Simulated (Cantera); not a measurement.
What does this Cantera script print?

```python
import numpy as np
import cantera as ct

gas_names = """
    H HO2 H2 H2O H2O2 O OH O2 O3 Si SiH SiH2 SiH3 SiH4 SiO SiO2 Si2 Si3
""".split()
cond_names = """
    H2O(s) H2O(L) Si(cr) Si(L) SiO2(Lqz) SiO2(hqz) SiO2(L)
""".split()


def load(file, names, dense=False):
    # The tables refer to 1 bar. Condensed volumes are neglected.
    table = {s.name: s for s in ct.Species.list_from_file(file)}
    out = []
    for n in names:
        d = dict(table[n].input_data)
        d["thermo"] = dict(d["thermo"], **{"reference-pressure": 1e5})
        if dense:
            d["equation-of-state"] = {"model": "constant-volume", "density": "1e6 g/cm^3"}
        out.append(ct.Species.from_dict(d))
    return out


gas = ct.Solution(thermo="ideal-gas", species=load("nasa_gas.yaml", gas_names))
cond = {s.name: ct.Solution(thermo="fixed-stoichiometry", species=[s], name=s.name)
        for s in load("nasa_condensed.yaml", cond_names, dense=True)}
atoms = {
    'SiO2': {'Si': 1, 'O': 2},
    'H2': {'H': 2},
}
top_T = {}  # K; cautious upper limits of use, not melting points


def equilibrate(T, P, feed):
    n = {}
    for name, mol in feed.items():
        for a, k in atoms[name].items():
            n[a] = n.get(a, 0.0) + k * mol
    gas.TPX = T, P, n
    mass = sum(n.values()) * gas.mean_molecular_weight
    gas.equilibrate("TP")
    valid = [c for c in cond.values() if c.min_temp <= T <= top_T.get(c.name, c.max_temp)]
    mix = ct.Mixture([(gas, mass / gas.mean_molecular_weight)] + [(c, 0.0) for c in valid])
    mix.T, mix.P = T, P
    mix.equilibrate("TP", solver="vcs", rtol=1e-11, max_steps=5000)
    return mix


results = []
feed = {'SiO2': 1, 'H2': 21}  # mol
P = 37000  # Pa
for T in [1198, 1348, 1498, 1648, 1798, 1948, 2098]:
    mix = equilibrate(T, P, feed)
    results.append((T, P, feed, dict(zip(mix.species_names, mix.species_moles))))

top = {s: max(r[3][s] / sum(r[3][g] for g in gas_names) for r in results) for s in gas_names}
cols = sorted((s for s in top if top[s] > 0.0001), key=lambda s: -top[s])[:9]
seen = [c for c in cond_names if any(r[3].get(c, 0) > 1e-12 for r in results)]
print("log10 of partial pressures in bar; condensed amounts in mol")
print(f"{'T/K':>10s}" + "".join(f"{s[:9]:>10s}" for s in cols + seen))
for T, P, feed, n in results:
    ng = sum(n[g] for g in gas_names)
    print(f"{T:10.4g}" + "".join(f"{np.log10(max(n[s] / ng * P / 1e5, 1e-99)):10.3f}" for s in cols)
          + "".join(f"{n.get(c, 0):10.4g}" for c in seen))
```

Output:

```
log10 of partial pressures in bar; condensed amounts in mol
       T/K        H2       SiO       H2O         H SiO2(hqz)   SiO2(L)
      1198    -0.432    -7.004    -6.974    -6.937         1         0
      1348    -0.432    -5.665    -5.664    -5.852    0.9999         0
      1498    -0.432    -4.612    -4.611    -4.981    0.9986         0
      1648    -0.432    -3.756    -3.756    -4.266      0.99         0
      1798    -0.434    -3.055    -3.055    -3.670         0    0.9499
      1948    -0.441    -2.473    -2.473    -3.167         0     0.807
      2098    -0.459    -1.985    -1.985    -2.741         0    0.3937
```

Cantera equilibrium calculation (NASA polynomials, part measured and part estimated; ideal gas, pure solids and liquids). The tables hold silica as quartz up to 1696 K and as liquid above; real silica turns to tridymite and cristobalite and melts near 1996 K. Gases not in the tables: Si(OH)4.
